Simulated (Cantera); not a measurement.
# SiH₂Cl₂ + HCl + H₂ (silicon epitaxy and polysilicon growth)

Input: 1 mol SiH₂Cl₂, 0.061 mol HCl, a varied amount of H₂, at 1048 K and 1 atm.

Cantera equilibrium calculation (NASA polynomials, part measured and part estimated; ideal gas, pure solids and liquids). Candidate condensed phases: Si; 19 gas species. The tables' values for SiCl₃ are old estimates; treat these amounts as uncertain. The numbers say what is thermodynamically allowed, not how fast it happens.

```
n(H₂) (mol)   x H₂    x HCl  x SiHCl₃   x SiCl₄  x SiH₂Cl₂  n Si(s)
-----------  -----  -------  --------  --------  ---------  -------
68           0.986  0.00703   0.00361   0.00251   0.000589    0.517
89           0.989  0.00639   0.00271   0.00171   0.000487    0.539
110          0.990  0.00591   0.00213   0.00124   0.000416    0.559
130          0.991  0.00553   0.00175  0.000957   0.000365    0.578
150          0.992  0.00522   0.00147  0.000759   0.000326    0.594
170          0.993  0.00496   0.00126  0.000614   0.000293    0.610
190          0.993  0.00472   0.00109  0.000506   0.000266    0.625
210          0.994  0.00452  0.000952  0.000423   0.000244    0.639
230          0.994  0.00433  0.000839  0.000358   0.000224    0.653
250          0.995  0.00417  0.000745  0.000305   0.000207    0.665
270          0.995  0.00401  0.000666  0.000263   0.000192    0.677
```
x: gas mole fraction; n: condensed amount in mol.

From 68 mol H₂ to 270 mol H₂ the condensed part is Si(s). The main Si-bearing gas is SiHCl₃ throughout. The share of Si in condensed phases is highest at 270 mol H₂ (67.7 %) and lowest at 68 mol H₂ (51.7 %).
